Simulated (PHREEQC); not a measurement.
Consider water at 65 °C with 0.0015 mol HF, 0.0054 mol (CH3)4NF and 0.066 mol HCl per kg of water. Closed to the air; pH follows from the charge balance.

Equilibrium calculation in PHREEQC: ion-association model, phreeqc.dat.

This is a speciation only: nothing precipitates in the calculation.

Question: Predict the pH, density.

Answer: pH 1.30; density 0.982 g/cm³.

(CH3)4N+ isn't in the database: it is added as a free cation with an ion size of 4 Å. Away from 25 °C the constants follow the database's enthalpies or fits; those with neither stay at their 25 °C values.
